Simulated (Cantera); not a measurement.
Input: 1 mol B₂O₃, 5.9 mol N₂, 1.1 mol H₂, at 2073 K and 0.133 bar.

Method: chemical equilibrium by Gibbs-energy minimisation in Cantera with the NASA 1993 tables (ideal gas, pure condensed phases). Candidate condensed phases: B, BN, B₂O₃, B₃O₃H₃, H₂O; 39 gas species. Kinetics and transport are ignored.

Base state: N₂ 0.735, H₂ 0.109, B₂O₃ 0.0893, HBO₂ 0.0336, HBO 0.0176, B₂O₂ 0.00695, BO 0.00520, H 0.00238 (mole fractions); condensed: gas only.

Problem. What changes in the equilibrium state with this change: pressure from 0.133 bar to 9.00 mbar?

Solution. 
| species | before | after |
|---|---|---|
| N₂ | 0.735 | 0.728 |
| H₂ | 0.109 | 0.104 |
| B₂O₃ | 0.0893 | 0.0842 |
| BO | 0.00520 | 0.0168 |
| H | 0.00238 | 0.00893 |
| HBO | 0.0176 | 0.0144 |
| HBO₂ | 0.0336 | 0.0368 |
| OH | 3.67e-6 | 1.84e-5 |
| BO₂ | 0.000101 | 0.000435 |
| B₂O₂ | 0.00695 | 0.00491 |
| H₂O | 0.00148 | 0.00188 |
